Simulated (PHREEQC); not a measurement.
Nickel, zinc or cadmium bath: speciation

Consider water at 15 °C with 0.001 mol CdCl2, 6.8e-05 mol NaCl and 0.27 mol HCl per kg of water. Closed to the air; pH follows from the charge balance.

All values are PHREEQC results (ion-association model, phreeqc.dat), not measurements.

This is a speciation only: nothing precipitates in the calculation.

**Question.** Predict the pH, specific conductance.

**Answer.** pH 0.67; specific conductance 69200 µS/cm.

**Question.** In which forms is Cd present?

**Answer.** CdCl+ 57 %, CdCl2 30 %, Cd+2 8.1 %, CdCl3- 4.4 % of the Cd.
